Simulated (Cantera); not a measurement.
Input: 1 mol CCl4, 0.13 mol HCl, a varied amount of H2, held at 2702 °C and 5.40 Pa.

These are equilibrium values from Cantera (NASA tables, ideal gas, pure condensed phases), not measurements of a reactor. Candidate condensed phases: C, C6H6, C7H8, C8H18; 91 gas species. Equilibrium is a limit: real reactors are often held back by kinetics, nucleation or transport.

**Question.** At 9.7 mol H2, list the 5 most abundant gas species with their mole fractions, and the condensed phases.

**Answer.** H 0.792, Cl 0.168, C 0.0368, H2 0.00158, C2 0.00111. Condensed: gas only.
